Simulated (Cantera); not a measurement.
An isothermal, constant-pressure homogeneous reactor starts with 0.206 % H2, 17.2 % O2, 82.6 % N2, at 1075 K and 1330 Pa.

Computed with Cantera and the H2/O2 subset of GRI-Mech 3.0, which has no nitrogen chemistry. Radical loss at walls, strong at low pressure, is not modelled.

x: mole fraction; the columns are a selection and need not sum to one.

```json
[
 {"t (s)": "6.00e-6", "x H2": "0.00206", "x O2": "0.172", "x H": "<1e-12", "x O": "<1e-12", "x OH": "<1e-12", "x H2O": "<1e-12", "x HO2": "<1e-12"},
 {"t (s)": "1.90e-5", "x H2": "0.00206", "x O2": "0.172", "x H": "<1e-12", "x O": "<1e-12", "x OH": "<1e-12", "x H2O": "<1e-12", "x HO2": "<1e-12"},
 {"t (s)": "6.00e-5", "x H2": "0.00206", "x O2": "0.172", "x H": "1.31e-12", "x O": "<1e-12", "x OH": "<1e-12", "x H2O": "<1e-12", "x HO2": "1.39e-12"},
 {"t (s)": "0.000190", "x H2": "0.00206", "x O2": "0.172", "x H": "3.63e-12", "x O": "<1e-12", "x OH": "<1e-12", "x H2O": "<1e-12", "x HO2": "4.41e-12"},
 {"t (s)": "0.000600", "x H2": "0.00206", "x O2": "0.172", "x H": "8.34e-12", "x O": "6.19e-12", "x OH": "5.80e-12", "x H2O": "<1e-12", "x HO2": "1.40e-11"},
 {"t (s)": "0.00190", "x H2": "0.00206", "x O2": "0.172", "x H": "1.69e-11", "x O": "3.94e-11", "x OH": "3.24e-11", "x H2O": "1.26e-11", "x HO2": "4.43e-11"},
 {"t (s)": "0.00600", "x H2": "0.00206", "x O2": "0.172", "x H": "6.15e-11", "x O": "2.97e-10", "x OH": "1.96e-10", "x H2O": "2.22e-10", "x HO2": "1.42e-10"},
 {"t (s)": "0.0190", "x H2": "0.00206", "x O2": "0.172", "x H": "1.82e-9", "x O": "1.11e-8", "x OH": "6.59e-9", "x H2O": "1.26e-8", "x HO2": "5.57e-10"},
 {"t (s)": "0.0600", "x H2": "0.00166", "x O2": "0.172", "x H": "5.36e-5", "x O": "0.000251", "x OH": "0.000127", "x H2O": "0.000312", "x HO2": "…"},
 {"t (s)": "0.190", "x H2": "9.59e-6", "x O2": "0.170", "x H": "9.28e-5", "x O": "0.00122", "x OH": "9.23e-5", "x H2O": "0.00196", "x HO2": "…"},
 {"t (s)": "0.600", "x H2": "4.45e-6", "x O2": "0.171", "x H": "3.01e-5", "x O": "0.000583", "x OH": "6.31e-5", "x H2O": "0.00201", "x HO2": "…"},
 {"t (s)": "1.90", "x H2": "1.08e-6", "x O2": "0.171", "x H": "3.67e-6", "x O": "0.000144", "x OH": "3.13e-5", "x H2O": "0.00205", "x HO2": "…"},
 {"t (s)": "6.00", "x H2": "1.57e-7", "x O2": "0.171", "x H": "2.14e-7", "x O": "2.16e-5", "x OH": "1.22e-5", "x H2O": "0.00206", "x HO2": "…"},
 {"t (s)": "19.0", "x H2": "2.03e-8", "x O2": "0.171", "x H": "1.06e-8", "x O": "2.90e-6", "x OH": "4.48e-6", "x H2O": "0.00206", "x HO2": "…"},
 {"t (s)": "60.0", "x H2": "3.12e-9", "x O2": "0.171", "x H": "6.71e-10", "x O": "4.59e-7", "x OH": "1.79e-6", "x H2O": "0.00207", "x HO2": "…"}
]
```

### Question
Fill in the missing entries.

### Answer

- 0.0600, x HO2: 4.75e-7
- 0.190, x HO2: 3.03e-7
- 0.600, x HO2: 2.19e-7
- 1.90, x HO2: 1.10e-7
- 6.00, x HO2: 3.56e-8
- 19.0, x HO2: 8.26e-9
- 60.0, x HO2: 1.72e-9
